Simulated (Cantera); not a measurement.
Input: 1 mol FeS₂, 0.82 mol H₂S, 22 mol N₂, equilibrated at 128 Torr.

Cantera equilibrium calculation (NASA polynomials, part measured and part estimated; ideal gas, pure solids and liquids). Candidate condensed phases: Fe, FeS, FeS₂, S; 16 gas species. FeS: taken at fixed stoichiometry. Gases not in the tables: S₃ to S₇. Equilibrium is a limit: real reactors are often held back by kinetics, nucleation or transport.

log p: log10 of the partial pressure in bar; n: condensed amount in mol.

```tsv
T (K)	log p N₂	log p S₂	log p H₂	log p H₂S	log p SH	log p S	log p H	n FeS(s)	n FeS(l)
1275	-0.80	-2.29	-2.52	-2.54	-4.65	-6.87	-7.39	1.00	0
1325	-0.80	-2.27	-2.46	…	…	…	…	1.00	0
1375	-0.80	-2.26	-2.41	-2.69	-4.36	-6.21	-6.67	1.00	0
1425	-0.80	-2.25	-2.38	-2.77	-4.24	-5.91	-6.35	1.00	0
1475	-0.80	-2.24	-2.35	…	…	…	…	0	1.000
1525	-0.80	-2.23	-2.33	-2.93	-4.03	-5.38	-5.79	0	1.000
1575	-0.80	-2.22	-2.31	-3.01	-3.94	-5.14	-5.54	0	1.000
1625	-0.80	-2.22	-2.30	-3.09	-3.85	-4.92	-5.30	0	1.000
1675	-0.80	-2.21	-2.29	-3.17	-3.77	-4.71	-5.08	0	1.000
```

Question: Fill in the missing entries.

Answer: 
- 1475, log p H₂S: -2.85
- 1475, log p SH: -4.13
- 1475, log p S: -5.64
- 1475, log p H: -6.06
- 1325, log p H₂S: -2.62
- 1325, log p SH: -4.50
- 1325, log p S: -6.52
- 1325, log p H: -7.02
